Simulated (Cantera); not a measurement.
Cantera run:

```python
import numpy as np
import cantera as ct

gas_names = """
    H HO2 H2 H2O H2O2 H2S H2SO4 O OH O2 O3 S SH SO SO2 SO3 S2 S2O S8
""".split()
cond_names = """
    H2O(s) H2O(L) H2SO4(L) S(cr1) S(cr2) S(L)
""".split()


# ... load() reads the species with a 1 bar reference pressure and builds the phases ...
atoms = {
    'SO2': {'S': 1, 'O': 2},
    'H2': {'H': 2},
}
top_T = {}  # K; cautious upper limits of use, not melting points


# ... equilibrate(T, P, feed) seeds the gas with the atoms and calls Mixture.equilibrate('TP', solver="vcs", rtol=1e-11, max_steps=5000) ...
results = []
feed = {'SO2': 1, 'H2': 1.6}  # mol
T = 3498  # K
P = 26000  # Pa
mix = equilibrate(T, P, feed)
results.append((T, P, feed, dict(zip(mix.species_names, mix.species_moles))))
x = sorted(zip(gas.X, gas.species_names), reverse=True)
print(f"T = {T:g} K  P = {P:g} Pa  gas = {mix.phase_moles(0):.4g} mol")
print("   x: " + "  ".join(f"{s} {v:.3e}" for v, s in x if v > 0.001))
print("   condensed (mol): " + ("  ".join(f"{mix.phase(i).name} {mix.phase_moles(i):.4g}"
      for i in range(1, mix.n_phases) if mix.phase_moles(i) > 1e-12) or "none"))
```

Output:

```
T = 3498 K  P = 26000 Pa  gas = 4.254 mol
   x: H 3.740e-01  O 1.487e-01  SO 1.088e-01  H2 1.052e-01  S 8.851e-02  OH 7.181e-02  H2O 4.393e-02  SO2 2.450e-02  O2 2.390e-02  SH 7.773e-03  S2 2.606e-03
   condensed (mol): none
```

Equilibrium computed with Cantera from the NASA thermochemical tables; the gas is ideal and each condensed phase is pure.
